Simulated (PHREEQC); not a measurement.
Consider water at 90 °C with 0.086 mol H3PO4 and 0.24 mol Na2SO4 per kg of water. Closed to the air; pH follows from the charge balance.

Equilibrium calculation in PHREEQC: ion-association model, phreeqc.dat.

This is a speciation only: nothing precipitates in the calculation.

**Question.** Predict the pH, density.

**Answer.** pH 2.48; density 0.997 g/cm³.

**Question.** In which forms is S present?

**Answer.** SO4-2 53 %, NaSO4- 26 %, HSO4- 21 % of the S.

Complexes and solids missing from the database can't appear. Constants without temperature data keep their 25 °C values here.
